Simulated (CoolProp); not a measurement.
Saturated liquid density (kg/m³) of cyclohexane: the reference equation beside estimates from Tc = 280.5 °C, pc = 4081 kPa, ω = 0.209. Rackett uses Z = 0.29056 − 0.08775 ω.

The numbers come from the reference Helmholtz-energy equation of state, Zhou 2014 in CoolProp.

```json
[
 {"T (°C)": "110.75", "reference": "688.1", "Rackett": "693.4", "van der Waals": "428.3", "Soave-Redlich-Kwong": "641.2", "Peng-Robinson": "725.9"},
 {"T (°C)": "115.65", "reference": "682.8", "Rackett": "688.1", "van der Waals": "425.0", "Soave-Redlich-Kwong": "635.7", "Peng-Robinson": "719.9"},
 {"T (°C)": "120.55", "reference": "677.5", "Rackett": "682.7", "van der Waals": "421.7", "Soave-Redlich-Kwong": "630.0", "Peng-Robinson": "713.7"},
 {"T (°C)": "125.45", "reference": "672.1", "Rackett": "677.2", "van der Waals": "418.3", "Soave-Redlich-Kwong": "624.2", "Peng-Robinson": "707.3"},
 {"T (°C)": "130.35", "reference": "666.6", "Rackett": "671.6", "van der Waals": "414.8", "Soave-Redlich-Kwong": "618.3", "Peng-Robinson": "700.7"},
 {"T (°C)": "135.25", "reference": "661.0", "Rackett": "666.0", "van der Waals": "411.3", "Soave-Redlich-Kwong": "612.3", "Peng-Robinson": "694.0"},
 {"T (°C)": "140.15", "reference": "655.4", "Rackett": "660.2", "van der Waals": "407.7", "Soave-Redlich-Kwong": "606.0", "Peng-Robinson": "687.1"},
 {"T (°C)": "145.05", "reference": "649.7", "Rackett": "654.4", "van der Waals": "404.1", "Soave-Redlich-Kwong": "599.7", "Peng-Robinson": "680.0"},
 {"T (°C)": "149.95", "reference": "643.8", "Rackett": "648.4", "van der Waals": "400.4", "Soave-Redlich-Kwong": "593.1", "Peng-Robinson": "672.8"},
 {"T (°C)": "154.85", "reference": "637.9", "Rackett": "642.4", "van der Waals": "396.6", "Soave-Redlich-Kwong": "586.4", "Peng-Robinson": "665.3"},
 {"T (°C)": "159.75", "reference": "631.9", "Rackett": "636.2", "van der Waals": "392.7", "Soave-Redlich-Kwong": "579.5", "Peng-Robinson": "657.5"},
 {"T (°C)": "164.65", "reference": "625.8", "Rackett": "630.0", "van der Waals": "388.7", "Soave-Redlich-Kwong": "572.5", "Peng-Robinson": "649.6"},
 {"T (°C)": "169.55", "reference": "619.5", "Rackett": "623.6", "van der Waals": "384.7", "Soave-Redlich-Kwong": "565.2", "Peng-Robinson": "641.4"},
 {"T (°C)": "174.45", "reference": "613.1", "Rackett": "617.0", "van der Waals": "380.5", "Soave-Redlich-Kwong": "557.7", "Peng-Robinson": "632.9"},
 {"T (°C)": "179.35", "reference": "606.6", "Rackett": "610.3", "van der Waals": "376.3", "Soave-Redlich-Kwong": "550.0", "Peng-Robinson": "624.2"}
]
```

Absolute difference from the reference over all 15 rows, mean and median: Rackett 0.7 and 0.7 %, van der Waals 37.8 and 37.8 %, Soave-Redlich-Kwong 7.8 and 7.7 %, Peng-Robinson 4.5 and 4.7 %.
